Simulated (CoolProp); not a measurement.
Nitrogen along the isobar 3.48 MPa: Z from the reference equation and from simpler models built on Tc = -147.0 °C, pc = 3.396 MPa, ω = 0.037; each cubic takes its own stable root.

Model: reference Helmholtz-energy equation of state, Span 2000, in CoolProp.

```tsv
T (°C)	phase	reference	van der Waals	Peng-Robinson
-195.35	liquid	0.1855	0.2666	0.1637
-148.95	liquid	0.1934	0.2755	0.2009
-102.45	supercritical	0.8663	0.8469	0.8440
-56.05	supercritical	0.9506	0.9300	0.9366
-9.55	supercritical	0.9835	0.9652	0.9740
36.95	supercritical	0.9989	0.9832	0.9919
83.35	supercritical	1.007	0.9933	1.001
129.85	supercritical	1.011	0.9994	1.006
```
